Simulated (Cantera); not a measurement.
A closed system holds: 1 mol SiH₄, 4.3 mol HCl, 70 mol H₂, 0.0034 mol Cl₂, held at 0.100 bar.

Equilibrium computed with Cantera from the NASA thermochemical tables; the gas is ideal and each condensed phase is pure. Candidate condensed phases: Si; 19 gas species. The tables' values for SiCl₃, SiCl are old estimates; treat these amounts as uncertain. Gases not in the tables: Si₂H₆ and higher silanes. Kinetics and transport are ignored.

x: gas mole fraction; n: condensed amount in mol.

| T (K) | x H₂ | x HCl | x SiCl₄ | x SiCl₂ | x SiHCl₃ | x SiCl₃ | n Si(s) | n Si(l) |
|---|---|---|---|---|---|---|---|---|
| 998 | 0.976 | 0.0110 | 0.00759 | 0.000209 | 0.00468 | 0.000254 | 0.0170 | 0 |
| 1098 | 0.968 | 0.0215 | 0.00522 | 0.000972 | 0.00342 | 0.000601 | 0.207 | 0 |
| 1198 | 0.959 | … | … | … | … | 0.000855 | … | 0 |
| 1298 | 0.953 | 0.0407 | 0.000611 | 0.00462 | 0.000646 | 0.000687 | 0.493 | 0 |
| 1398 | 0.951 | 0.0428 | … | … | … | 0.000398 | 0.510 | 0 |
| 1498 | 0.950 | 0.0430 | 2.47e-5 | 0.00624 | 5.61e-5 | 0.000220 | 0.499 | 0 |
| 1598 | 0.950 | 0.0427 | 5.99e-6 | 0.00661 | 1.91e-5 | 0.000126 | 0.482 | 0 |
| 1698 | 0.950 | 0.0425 | 1.69e-6 | 0.00683 | 7.29e-6 | 7.65e-5 | 0 | 0.469 |

Task: What belongs in the gaps?

Result: 
- 1198, x HCl: 0.0334
- 1198, x SiCl₄: 0.00237
- 1198, x SiCl₂: 0.00273
- 1198, x SiHCl₃: 0.00183
- 1198, n Si(s): 0.395
- 1398, x SiCl₄: 0.000119
- 1398, x SiCl₂: 0.00568
- 1398, x SiHCl₃: 0.000186
